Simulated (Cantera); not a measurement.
Feed: 1 mol TEOS, 8.2 mol O2, held at 825 °C and 0.100 bar.

Method: chemical equilibrium by Gibbs-energy minimisation in Cantera with the NASA 1993 tables (ideal gas, pure condensed phases). Candidate condensed phases: C, C6H6, C7H8, C8H18, H2O, Si, SiC, SiO2; 123 gas species. The feed counts by its element totals alone. Rates play no part.

Base state: H2O 0.321, CO2 0.256, H2 0.234, CO 0.188 (mole fractions); condensed: SiO2(β-quartz).

Q: What changes in the equilibrium state with this change: O2 from 8.2 to 0.42 mol?

A: 
```json
[
 {"species": "H2", "before": "0.234", "after": "0.776"},
 {"species": "CO", "before": "0.188", "after": "0.220"},
 {"species": "CH4", "before": "2.51e-7", "after": "0.00220"},
 {"species": "H2O", "before": "0.321", "after": "0.00156"},
 {"species": "CO2", "before": "0.256", "after": "0.000439"},
 {"species": "SiO2(β-quartz), mol", "before": "1.00", "after": "1.00"},
 {"species": "C(graphite), mol", "before": "0", "after": "5.16"}
]
```

Q: What changes in the equilibrium state with this change: O2 from 8.2 to 0.1 mol?

A: 
```json
[
 {"species": "H2", "before": "0.234", "after": "0.817"},
 {"species": "CO", "before": "0.188", "after": "0.179"},
 {"species": "CH4", "before": "2.51e-7", "after": "0.00243"},
 {"species": "H2O", "before": "0.321", "after": "0.00134"},
 {"species": "CO2", "before": "0.256", "after": "0.000292"},
 {"species": "SiO2(β-quartz), mol", "before": "1.00", "after": "1.00"},
 {"species": "C(graphite), mol", "before": "0", "after": "5.79"}
]
```

Q: What changes in the equilibrium state with this change: O2 from 8.2 to 28 mol?

A: 
| species | before | after |
|---|---|---|
| O2 | <1e-9 | 0.471 |
| H2O | 0.321 | 0.294 |
| CO2 | 0.256 | 0.235 |
| H2 | 0.234 | 1.71e-9 |
| CO | 0.188 | 1.38e-9 |
| SiO2(β-quartz), mol | 1.00 | 1.00 |
